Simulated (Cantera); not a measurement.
An isothermal, constant-pressure homogeneous reactor starts with H2 : O2 : N2 = 1.9 : 1 : 0.71 (molar parts), at 1075 K and 40000 Pa.

Model: the H2/O2 subset of GRI-Mech 3.0, which has no nitrogen chemistry, integrated in Cantera. The temperature is held fixed by assumption; the heat of reaction is taken as removed at once.

One state of this run: x H2 = 0.00208; x O2 = 0.0198; x H2O = 0.711; x HO2 = 1.71e-5; x OH = 4.19e-6. x: mole fraction; the columns are a selection and need not sum to one.

### Question
Which value of t (s) does it belong to?
A) 2.00e-5
B) 0.0283
C) 1.06
D) 6.52

### Answer
B, 0.0283
